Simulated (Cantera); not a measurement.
Input: 1 mol SiCl4, 0.7 mol HCl, 1.6 mol H2, equilibrated at 1098 K and 210 Torr.

Equilibrium computed with Cantera from the NASA thermochemical tables; the gas is ideal and each condensed phase is pure. Candidate condensed phases: Si; 19 gas species. The tables' values for SiCl3 are old estimates; treat these amounts as uncertain. Equilibrium is a limit: real reactors are often held back by kinetics, nucleation or transport.

Base state: H2 0.475, SiCl4 0.292, HCl 0.223, SiHCl3 0.00907, SiCl3 0.00136, SiCl2 8.91e-5, SiH2Cl2 3.36e-5 (mole fractions); condensed: gas only.

Q: What changes in the equilibrium state with this change: temperature from 1098 K to 750 K?

A: 
| species | before | after |
|---|---|---|
| H2 | 0.475 | 0.485 |
| SiCl4 | 0.292 | 0.303 |
| HCl | 0.223 | 0.212 |
| SiCl2 | 8.91e-5 | <1e-9 |
| SiCl3 | 0.00136 | 2.00e-7 |
| SiH2Cl2 | 3.36e-5 | 2.37e-8 |
| SiHCl3 | 0.00907 | 0.000312 |

Q: What changes in the equilibrium state with this change: SiCl4 replaced by Si?

A: 
```
species      before    after
----------  -------  -------
H2            0.475    0.888
SiCl4         0.292   0.0533
HCl           0.223   0.0285
SiHCl3      0.00907   0.0242
SiH3Cl      3.31e-8  1.89e-5
SiH2Cl2     3.36e-5  0.00131
SiCl2       8.91e-5  0.00186
Si(s), mol        0    0.822
```

Q: What changes in the equilibrium state with this change: HCl from 0.7 to 1.3 mol?

A: 
```
species   before    after
-------  -------  -------
H2         0.475    0.405
HCl        0.223    0.338
SiCl4      0.292    0.251
SiH2Cl2  3.36e-5  9.13e-6
SiCl2    8.91e-5  2.83e-5
SiHCl3   0.00907  0.00438
```
